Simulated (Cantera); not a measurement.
Charge: 1 mol Si, 7.8 mol H2, 3.3 mol HCl, equilibrated at 1050 °C and 2.80 bar.

Cantera equilibrium calculation (NASA polynomials, part measured and part estimated; ideal gas, pure solids and liquids). Candidate condensed phases: Si; 19 gas species. The tables' values for SiCl3 are old estimates; treat these amounts as uncertain. Equilibrium is a limit: real reactors are often held back by kinetics, nucleation or transport.

Base state: H2 0.867, HCl 0.0519, SiCl4 0.0337, SiHCl3 0.0285, SiCl2 0.00851, SiCl3 0.00724, SiH2Cl2 0.00346, SiH3Cl 0.000119 (mole fractions); condensed: Si(s).

What changes in the equilibrium state with this change: temperature from 1050 °C to 275 °C?


| species | before | after |
|---|---|---|
| H2 | 0.867 | 0.906 |
| SiHCl3 | 0.0285 | 0.0479 |
| SiCl4 | 0.0337 | 0.0443 |
| HCl | 0.0519 | 6.02e-6 |
| SiCl2 | 0.00851 | <1e-9 |
| SiCl3 | 0.00724 | 1.25e-8 |
| SiH3Cl | 0.000119 | 1.80e-5 |
| Si(s), mol | 0.154 | 0.0424 |
